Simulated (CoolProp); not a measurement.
Computed with CoolProp (reference Helmholtz-energy equation of state, Lemmon 2009).

Task: For propane, give the phase and the speed of sound (m/s), Joule-Thomson coefficient (K/MPa), isothermal compressibility (1/MPa), expansivity (1/kK) at 338.6 K and 13 MPa; 370.2 K and 13 MPa.

Result: 
- 338.6 K and 13 MPa: liquid; speed of sound 697, Joule-Thomson coefficient -0.000613, isothermal compressibility 0.00665, expansivity 2.95
- 370.2 K and 13 MPa: supercritical; speed of sound 551, Joule-Thomson coefficient 0.334, isothermal compressibility 0.0121, expansivity 3.86
